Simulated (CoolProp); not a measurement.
Vapour-liquid equilibrium of toluene (1) + n-nonane (2) at 1.4 MPa; x and y are mole fractions of (1).

The numbers come from the multi-fluid Helmholtz-energy mixture model, Lemmon 2006 and Lemmon 2006; pair parameters Bell 2016 in CoolProp.

### Question
Give the bubble temperature and the first vapour's composition at x = 0.425, 0.5, 0.8. Is there an azeotrope?

### Answer
x = 0.425: 533.9 K, y = 0.544; x = 0.5: 530.2 K, y = 0.617; x = 0.8: 517.8 K, y = 0.861. No azeotrope shows between x = 0.05 and 0.95.

Pair parameters are fitted to limited data, so mixtures are less certain than the pure fluids.
